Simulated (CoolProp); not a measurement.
Sulfur hexafluoride at several states: density (kg/m³) from the reference equation and from simpler models built on Tc = 318.7 K, pc = 3755 kPa, ω = 0.210; each cubic takes its own stable root.

Computed with CoolProp (reference Helmholtz-energy equation of state, Guder 2009).

```csv
T (K),p (kPa),phase,reference,van der Waals,Redlich-Kwong,Soave-Redlich-Kwong,Peng-Robinson
343.5,587,gas,(withheld),31.27,(withheld),31.35,31.53
256.5,11.9,gas,0.8167,0.8163,0.8166,0.8167,0.8168
229,2150,liquid,(withheld),(withheld),1699,1752,1983
```

**Question.** Fill in the missing entries.

**Answer.** 
- 343.5, reference: 31.33
- 343.5, Redlich-Kwong: 31.40
- 229, reference: 1828
- 229, van der Waals: 1181
